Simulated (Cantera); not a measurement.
Input: 1 mol B, 0.84 mol O2, at 2273 K and 8.90 mbar.

Method: chemical equilibrium by Gibbs-energy minimisation in Cantera with the NASA 1993 tables (ideal gas, pure condensed phases). Candidate condensed phases: B, B2O3; 10 gas species. Kinetics and transport are ignored.

Base state: B2O3 0.727, BO2 0.149, O2 0.102, O 0.0144, BO 0.00689, B2O2 8.69e-5 (mole fractions); condensed: gas only.

Question: What changes in the equilibrium state with this change: O2 from 0.84 to 0.061 mol?

Answer: 
```json
[
 {"species": "BO", "before": "0.00689", "after": "0.505"},
 {"species": "B2O2", "before": "8.69e-5", "after": "0.467"},
 {"species": "B2O", "before": "<1e-9", "after": "0.0136"},
 {"species": "B2O3", "before": "0.727", "after": "0.0128"},
 {"species": "O2", "before": "0.102", "after": "<1e-9"},
 {"species": "O", "before": "0.0144", "after": "4.68e-8"},
 {"species": "BO2", "before": "0.149", "after": "3.57e-5"},
 {"species": "B", "before": "<1e-9", "after": "0.000809"},
 {"species": "B(s), mol", "before": "0", "after": "0.878"}
]
```
